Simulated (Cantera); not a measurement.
# Reactions in the system Na-O-S

Standard-state values (1 bar) from the NASA 1993 polynomials, evaluated with Cantera. Values are per mole of reaction as written; species without (g) are pure solids or liquids, kept so even where they would boil at 1 bar.

2 O₂(g) + 2 Na + S → Na₂SO₄

```tsv
T (K)	ΔH° (kJ)	ΔS° (J/K)	ΔG° (kJ)	log10 K	condensed phases
300	-1387.8	-395.4	-1269.2	220.98	Na(s), S(s), Na₂SO₄(s)
350	-1388.2	-396.6	-1249.4	186.46	Na(s), S(s), Na₂SO₄(s)
400	-1395.9	-417.2	-1229.0	160.49	Na(l), S(l), Na₂SO₄(s)
450	-1396.5	-418.6	-1208.2	140.24	Na(l), S(l), Na₂SO₄(s)
500	-1396.7	-418.9	-1187.2	124.03	Na(l), S(l), Na₂SO₄(s)
550	-1385.5	-397.3	-1167.0	110.83	Na(l), S(l), Na₂SO₄(s)
600	-1384.9	-396.2	-1147.2	99.87	Na(l), S(l), Na₂SO₄(s)
650	-1384.0	-394.7	-1127.4	90.60	Na(l), S(l), Na₂SO₄(s)
700	-1382.8	-392.9	-1107.7	82.66	Na(l), S(l), Na₂SO₄(s)
750	-1381.4	-391.1	-1088.1	75.78	Na(l), S(l), Na₂SO₄(s)
800	-1379.9	-389.1	-1068.6	69.77	Na(l), S(l), Na₂SO₄(s)
850	-1378.4	-387.2	-1049.2	64.48	Na(l), S(l), Na₂SO₄(s)
```

2 Na₂SO₄ → S₂(g) + 8 O(g) + 4 Na(g)

```csv
T (K),ΔH° (kJ),ΔS° (J/K),ΔG° (kJ),log10 K
300,5326.7,1832.7,4776.9,-831.71
350,5327.9,1836.4,4685.1,-699.20
400,5328.2,1837.3,4593.3,-599.81
450,5327.8,1836.3,4501.4,-522.50
500,5326.1,1832.8,4409.7,-460.67
550,5301.9,1785.7,4319.7,-410.24
600,5298.9,1780.5,4230.6,-368.30
650,5295.6,1775.3,4141.6,-332.82
700,5292.0,1770.0,4053.0,-302.43
750,5288.1,1764.7,3964.7,-276.12
800,5284.0,1759.2,3876.6,-253.11
850,5279.4,1753.8,3788.7,-232.82
```

Na₂S + 3 Na₂SO₄ → 4 SO₃(g) + 8 Na

| T (K) | ΔH° (kJ) | ΔS° (J/K) | ΔG° (kJ) | log10 K | condensed phases |
|---|---|---|---|---|---|
| 300 | 2946.4 | 892.2 | 2678.8 | -466.41 | Na₂S(s), Na₂SO₄(s), Na(s) |
| 350 | 2944.5 | 886.3 | 2634.3 | -393.14 | Na₂S(s), Na₂SO₄(s), Na(s) |
| 400 | 2963.7 | 937.9 | 2588.5 | -338.02 | Na₂S(s), Na₂SO₄(s), Na(l) |
| 450 | 2961.5 | 932.8 | 2541.7 | -295.03 | Na₂S(s), Na₂SO₄(s), Na(l) |
| 500 | 2957.8 | 925.0 | 2495.3 | -260.68 | Na₂S(s), Na₂SO₄(s), Na(l) |
| 550 | 2920.6 | 852.7 | 2451.6 | -232.82 | Na₂S(s), Na₂SO₄(s), Na(l) |
| 600 | 2915.4 | 843.8 | 2409.2 | -209.73 | Na₂S(s), Na₂SO₄(s), Na(l) |
| 650 | 2910.1 | 835.2 | 2367.2 | -190.22 | Na₂S(s), Na₂SO₄(s), Na(l) |
| 700 | 2904.4 | 826.9 | 2325.6 | -173.54 | Na₂S(s), Na₂SO₄(s), Na(l) |
| 750 | 2898.5 | 818.7 | 2284.5 | -159.10 | Na₂S(s), Na₂SO₄(s), Na(l) |
| 800 | 2892.2 | 810.6 | 2243.8 | -146.50 | Na₂S(s), Na₂SO₄(s), Na(l) |
| 850 | 2885.6 | 802.6 | 2203.4 | -135.40 | Na₂S(s), Na₂SO₄(s), Na(l) |

2 Na + SO₂(g) → Na₂S + O₂(g)

```
T (K)  ΔH° (kJ)  ΔS° (J/K)  ΔG° (kJ)  log10 K  condensed phases
-----  --------  ---------  --------  -------  ----------------
300       -69.2      -49.3     -54.4     9.48    Na(s), Na₂S(s)
350       -68.6      -47.2     -52.0     7.77    Na(s), Na₂S(s)
400       -73.3      -60.1     -49.3     6.44    Na(l), Na₂S(s)
450       -72.9      -59.1     -46.3     5.38    Na(l), Na₂S(s)
500       -72.5      -58.2     -43.4     4.53    Na(l), Na₂S(s)
550       -72.0      -57.3     -40.5     3.85    Na(l), Na₂S(s)
600       -71.5      -56.4     -37.7     3.28    Na(l), Na₂S(s)
650       -71.0      -55.6     -34.9     2.80    Na(l), Na₂S(s)
700       -70.4      -54.7     -32.1     2.40    Na(l), Na₂S(s)
750       -69.8      -53.9     -29.4     2.05    Na(l), Na₂S(s)
800       -69.1      -53.0     -26.7     1.74    Na(l), Na₂S(s)
850       -68.4      -52.2     -24.1     1.48    Na(l), Na₂S(s)
```
